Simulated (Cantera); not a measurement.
A Cantera script and what it prints.

```python
import numpy as np
import cantera as ct

gas_names = """
    Cr CrN H H2 N NH NH2 NH3 N2 N2H2 N2H4
""".split()
cond_names = """
    Cr(cr) Cr(L) CrN(s) Cr2N(s)
""".split()


# ... load() reads the species with a 1 bar reference pressure and builds the phases ...
atoms = {
    'Cr': {'Cr': 1},
    'NH3': {'N': 1, 'H': 3},
    'N2': {'N': 2},
}
top_T = {'CrN(s)': 1900, 'Cr2N(s)': 1900}  # K; cautious upper limits of use, not melting points


# ... equilibrate(T, P, feed) seeds the gas with the atoms and calls Mixture.equilibrate('TP', solver="vcs", rtol=1e-11, max_steps=5000) ...
results = []
feed = {'Cr': 1, 'NH3': 15, 'N2': 1.8}  # mol
P = 17  # Pa
for T in [1173, 1273, 1373, 1473, 1573, 1673, 1773]:
    mix = equilibrate(T, P, feed)
    results.append((T, P, feed, dict(zip(mix.species_names, mix.species_moles))))

top = {s: max(r[3][s] / sum(r[3][g] for g in gas_names) for r in results) for s in gas_names}
cols = sorted((s for s in top if top[s] > 1e-06), key=lambda s: -top[s])[:9]
seen = [c for c in cond_names if any(r[3].get(c, 0) > 1e-12 for r in results)]
print("log10 of partial pressures in bar; condensed amounts in mol")
print(f"{'T/K':>10s}" + "".join(f"{s[:9]:>10s}" for s in cols + seen))
for T, P, feed, n in results:
    ng = sum(n[g] for g in gas_names)
    print(f"{T:10.4g}" + "".join(f"{np.log10(max(n[s] / ng * P / 1e5, 1e-99)):10.3f}" for s in cols)
          + "".join(f"{n.get(c, 0):10.4g}" for c in seen))
```

It prints:

```
log10 of partial pressures in bar; condensed amounts in mol
       T/K        H2        N2        Cr         H    Cr(cr)
      1173    -3.920    -4.303   -10.017    -8.888         1
      1273    -3.920    -4.304    -8.654    -8.107    0.9996
      1373    -3.920    -4.304    -7.494    -7.438     0.994
      1473    -3.921    -4.304    -6.496    -6.858    0.9401
      1573    -3.927    -4.310    -5.629    -6.354    0.5536
      1673    -3.937    -4.319    -5.287    -5.912         0
      1773    -3.943    -4.321    -5.289    -5.517         0
```

Equilibrium computed with Cantera from the NASA thermochemical tables; the gas is ideal and each condensed phase is pure.
